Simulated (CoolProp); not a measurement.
A single-stage vapour-compression cycle with R407C: evaporating at 293.15 K (dew point), condensing at 320.15 K (bubble point), superheat 5 K, subcooling 2 K, compressor efficiency 0.6, no pressure losses. Each further row changes one setting.

The numbers come from the reference Helmholtz-energy equation of state, Lemmon 2003 in CoolProp. It is a pseudo-pure fit of the blend.

```
case                              cooling COP  pressure ratio  discharge temperature (K)  refrigerating effect (kJ/kg)  volumetric capacity (kJ/m³)
--------------------------------  -----------  --------------  -------------------------  ----------------------------  ---------------------------
as stated                                4.45            2.35                      349.4                           155                         5640
evaporating temperature 298.15 K         5.49            2.03                      345.9                           157                         6640
condensing temperature 315.15 K          5.45            2.09                      342.1                           163                         5940
subcooling 7 K                           4.69            2.35                      349.4                           163                         5940
superheat 15 K                           4.46            2.35                      360.2                           165                         5670
compressor efficiency 0.5                3.71            2.35                      355.3                           155                         5640
```
